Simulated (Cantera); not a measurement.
A Cantera script and its output.

```python
import numpy as np
import cantera as ct

gas = ct.Solution("h2o2.yaml")
gas.TPX = 1450, 220, {'H2': 0.091, 'O2': 1, 'H2O': 0.0011}
reactor = ct.IdealGasConstPressureReactor(gas, energy="off", clone=False)
net = ct.ReactorNet([reactor])
net.rtol, net.atol = 1e-08, 1e-18
show = ['H2', 'O2', 'HO2', 'OH', 'H2O2', 'H2O']
times = np.geomspace(1e-05, 6, 11)

steps = ct.SolutionArray(gas, extra=["t"])
rows = []
print(f"{'t/s':>10s}{'T/K':>9s}{'P/Pa':>11s}" + "".join(f"{s:>11s}" for s in show))
for t in times:
    while net.time < t:
        t_next = net.step()
        steps.append(gas.state, t=t_next)
    rows.append([np.interp(t, steps.t, y) for y in (steps.T, steps.P, *steps(*show).X.T)])
    print(f"{t:10.3e}{rows[-1][0]:9.1f}{rows[-1][1]:11.4g}" + "".join(f"{x:11.3e}" for x in rows[-1][2:]))
rate = np.gradient(steps.T, steps.t)
print("integrator steps:", len(steps.t))
if steps.T.max() > steps.T[0] + 200:
    print(f"time of steepest temperature rise: {steps.t[rate.argmax()]:.4e} s")
gas.TPX = 1450, 220, {'H2': 0.091, 'O2': 1, 'H2O': 0.0011}
gas.equilibrate("TP")
print(f"equilibrium (TP): T = {gas.T:.1f} K  " + "  ".join(f"{s} {gas[s].X[0]:.3e}" for s in show))
```

It prints:

```
       t/s      T/K       P/Pa         H2         O2        HO2         OH       H2O2        H2O
 1.000e-05   1450.0        220  8.333e-02  9.157e-01  5.743e-09  2.514e-10  2.015e-13  1.007e-03
 3.783e-05   1450.0        220  8.333e-02  9.157e-01  2.172e-08  3.219e-09  2.877e-12  1.007e-03
 1.431e-04   1450.0        220  8.333e-02  9.157e-01  8.213e-08  3.389e-08  4.073e-11  1.007e-03
 5.413e-04   1450.0        220  8.332e-02  9.157e-01  3.101e-07  3.663e-07  5.614e-10  1.008e-03
 2.048e-03   1450.0        220  8.318e-02  9.156e-01  1.136e-06  5.400e-05  6.862e-09  1.107e-03
 7.746e-03   1450.0        220  2.306e-03  8.483e-01  4.327e-07  1.048e-02  1.286e-08  7.004e-02
 2.930e-02   1450.0        220  2.167e-03  8.487e-01  4.294e-07  1.026e-02  1.252e-08  7.052e-02
 1.108e-01   1450.0        220  2.096e-03  8.511e-01  4.271e-07  1.010e-02  1.248e-08  7.118e-02
 4.193e-01   1450.0        220  1.848e-03  8.594e-01  4.168e-07  9.533e-03  1.228e-08  7.342e-02
 1.586e+00   1450.0        220  1.160e-03  8.802e-01  3.662e-07  7.642e-03  1.103e-08  7.895e-02
 6.000e+00   1450.0        220  3.038e-04  9.033e-01  2.017e-07  3.962e-03  6.622e-09  8.498e-02
integrator steps: 814
equilibrium (TP): T = 1450.0 K  H2 1.870e-06  O2 9.118e-01  HO2 8.191e-08  OH 3.125e-04  H2O2 6.060e-10  H2O 8.783e-02
```

Model: the H2/O2 subset of GRI-Mech 3.0, which has no nitrogen chemistry, integrated in Cantera. Radical loss at walls, strong at low pressure, is not modelled. The temperature is held fixed by assumption; the heat of reaction is taken as removed at once.
